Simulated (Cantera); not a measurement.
A perfectly stirred reactor is fed with CH4 : O2 : N2 : H2O = 1 : 3.64 : 13.7 : 1.6 (molar parts), at 1.00 atm; it is adiabatic with a 323 K inlet, and is followed from long to short residence time, starting on the burning branch (τ in s: 0.03, 0.016, 0.0091, 0.005, 0.0028, 0.0015, 0.00084, 0.00047, 0.00026, 0.00014, 7.9e-05, 4.3e-05, 2.4e-05).

Model: GRI-Mech 3.0 (53 species, 325 reactions), integrated in Cantera.

Question: Predict: blow-out, bracketed by the residence times tried; x(CH4) at τ = 30.0 ms; x(O2) at τ = 30.0 ms; x(H2O) at τ = 30.0 ms; x(CH3) at τ = 30.0 ms; x(HO2) at τ = 30.0 ms; x(CH4) at τ = 0.840 ms; x(O2) at τ = 0.840 ms; x(H2O) at τ = 0.840 ms.

Answer: 
- blow-out, bracketed by the residence times tried: burning at 2.80 ms, out at 1.50 ms
- x(CH4) at τ = 30.0 ms: 7.55e-5
- x(O2) at τ = 30.0 ms: 0.0827
- x(H2O) at τ = 30.0 ms: 0.180
- x(CH3) at τ = 30.0 ms: 9.86e-6
- x(HO2) at τ = 30.0 ms: 8.50e-6
- x(CH4) at τ = 0.840 ms: 0.0502
- x(O2) at τ = 0.840 ms: 0.183
- x(H2O) at τ = 0.840 ms: 0.0802
